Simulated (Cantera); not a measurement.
# Adiabatic ignition

An adiabatic, constant-volume homogeneous reactor starts with CH4 : C2H6 : C3H8 : O2 : N2 = 1 : 0.049 : 0.17 : 1.51 : 16.6 (molar parts), equivalence ratio 2.0, at 1150 K and 1.78 atm.

Computed with Cantera and GRI-Mech 3.0 (53 species, 325 reactions). GRI-Mech 3.0 was tuned for natural gas; its chemistry of propane as a main component is partial and can be far from experiment.

```csv
t (s),T (K),P (bar),x CH4,x C2H6,x C3H8,x NO,x N2O
7.00e-6,1150,1.80,0.0517,0.00254,0.00879,<1e-12,<1e-12
2.79e-5,1150,1.80,0.0517,0.00254,0.00879,<1e-12,<1e-12
0.000111,1150,1.80,0.0517,0.00253,0.00879,<1e-12,<1e-12
0.000442,1150,1.80,0.0517,0.00253,0.00878,<1e-12,5.86e-12
0.00176,1150,1.80,0.0517,0.00254,0.00872,<1e-12,3.58e-11
0.00700,1151,1.80,0.0516,0.00255,0.00843,<1e-12,1.77e-10
0.0279,1174,1.85,0.0498,0.00253,0.00587,<1e-12,1.81e-9
0.111,1916,3.26,0.000296,1.02e-8,<1e-12,5.58e-6,4.83e-10
0.442,1913,3.26,2.11e-9,<1e-12,<1e-12,6.25e-6,5.32e-10
1.76,1913,3.26,4.72e-10,<1e-12,<1e-12,2.56e-6,1.48e-10
7.00,1913,3.26,4.62e-10,<1e-12,<1e-12,9.75e-7,8.24e-11
```
x: mole fraction; the columns are a selection and need not sum to one.

```
Item                                                                   Value
---------------------------------  -----------------------------------------
time of steepest temperature rise                                    33.6 ms
temperature at 7.00 s                                                 1913 K
equilibrium temperature                                               1913 K
x(CH4) at 7.00 s                   4.62e-10 (gas-phase equilibrium 5.29e-10)
x(C2H6) at 7.00 s                      <1e-12 (gas-phase equilibrium <1e-12)
x(C3H8) at 7.00 s                      <1e-12 (gas-phase equilibrium <1e-12)
```
